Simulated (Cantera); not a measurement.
An adiabatic, constant-pressure homogeneous reactor starts with 9.85 % CH3OH, 18.9 % O2, 71.2 % N2, equivalence ratio 0.78, at 998 K and 0.280 bar.

Model: GRI-Mech 3.0 (53 species, 325 reactions), integrated in Cantera. GRI-Mech 3.0 was tuned for natural gas; its chemistry of methanol as a main component is partial and can be far from experiment. Below about 1000 K GRI-Mech 3.0 lacks low-temperature oxidation paths.

x: mole fraction; the columns are a selection and need not sum to one.

| t (s) | T (K) | x CH3OH | x O2 | x CH2O | x CH3 | x NO | x HCO | x CH2CO |
|---|---|---|---|---|---|---|---|---|
| 2.00e-6 | 998 | 0.0985 | 0.189 | 1.34e-12 | 1.40e-12 | <1e-12 | <1e-12 | <1e-12 |
| 7.17e-6 | 998 | 0.0985 | 0.189 | 9.95e-12 | 4.98e-12 | <1e-12 | <1e-12 | <1e-12 |
| 2.57e-5 | 998 | 0.0985 | 0.189 | 5.19e-11 | 1.74e-11 | <1e-12 | <1e-12 | <1e-12 |
| 9.21e-5 | 998 | 0.0985 | 0.189 | 2.14e-10 | 5.68e-11 | <1e-12 | <1e-12 | <1e-12 |
| 0.000330 | 998 | 0.0985 | 0.189 | 8.54e-10 | 1.50e-10 | <1e-12 | <1e-12 | <1e-12 |
| 0.00118 | 998 | 0.0985 | 0.189 | [?] | 2.38e-10 | <1e-12 | <1e-12 | <1e-12 |
| 0.00424 | 998 | 0.0985 | 0.189 | [?] | 2.46e-10 | <1e-12 | <1e-12 | <1e-12 |
| 0.0152 | 998 | 0.0985 | 0.189 | [?] | 2.46e-10 | <1e-12 | <1e-12 | <1e-12 |
| 0.0545 | 998 | 0.0985 | 0.189 | [?] | 2.45e-10 | <1e-12 | <1e-12 | <1e-12 |
| 0.195 | 998 | 0.0985 | 0.189 | [?] | 2.41e-10 | <1e-12 | <1e-12 | <1e-12 |
| 0.700 | 998 | 0.0985 | 0.189 | [?] | 2.28e-10 | <1e-12 | <1e-12 | <1e-12 |
| 2.51 | 2364 | <1e-12 | 0.0404 | 7.05e-12 | <1e-12 | 0.00722 | 1.12e-9 | <1e-12 |
| 9.00 | 2364 | <1e-12 | 0.0404 | 7.05e-12 | <1e-12 | 0.00722 | 1.12e-9 | <1e-12 |

Question: Complete the blanks.

Answer: 
- 0.00118, x CH2O: 3.45e-9
- 0.00424, x CH2O: 1.31e-8
- 0.0152, x CH2O: 4.80e-8
- 0.0545, x CH2O: 1.75e-7
- 0.195, x CH2O: 7.53e-7
- 0.700, x CH2O: 9.33e-6
